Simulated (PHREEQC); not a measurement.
A column of 0.1 m (40 cells, dispersivity 0.0035 m, 3600 s a shift, diffusion coefficient 3e-10 m²/s) holds 0.0078 eq of the database's cation exchanger X per kg of pore water, first in equilibrium with 0.076 mol KBr, 0.0035 mol (NH4)2SO4 and 1e-05 mol HCl per kg of water. It is flushed with 0.54 mmol/kgw Na2SO4, 3.1 mmol/kgw NaCl, 0.36 mmol/kgw (NH4)2SO4 and 0.01 mmol/kgw HCl, at 25 °C. Values are for the last cell. CO2 from the air is kept out. No solid was allowed to form.

Base run: PHREEQC, ion-association model, phreeqc.dat. Each further column changes one thing. The table gives Na in solution (mol/kgw).

| pore volumes | base | exchange capacity from 0.0078 to 0.0039 eq/kgw | dispersivity from 0.0035 to 0.007 m |
|---|---|---|---|
| 0 | 0 | 0 | 0 |
| 0.6125 | 0.000161 | 0.000182 | 0.000444 |
| 1.012 | 0.00162 | 0.00193 | [?] |
| 1.613 | 0.00193 | 0.00262 | 0.00242 |
| 2.212 | 0.00254 | 0.00320 | 0.00255 |
| 2.812 | 0.00315 | 0.00369 | 0.00299 |
| 3.212 | 0.00341 | 0.00387 | 0.00325 |
| 3.812 | 0.00367 | [?] | 0.00354 |
| 4.412 | 0.00383 | 0.00410 | 0.00373 |
| 5.013 | 0.00394 | 0.00414 | 0.00385 |
| 5.412 | 0.00399 | 0.00415 | 0.00392 |
| 6.013 | 0.00404 | [?] | 0.00399 |

Some entries are withheld; supply them.


- 1.012, dispersivity from 0.0035 to 0.007 m: 0.00192
- 3.812, exchange capacity from 0.0078 to 0.0039 eq/kgw: 0.00402
- 6.013, exchange capacity from 0.0078 to 0.0039 eq/kgw: 0.00417
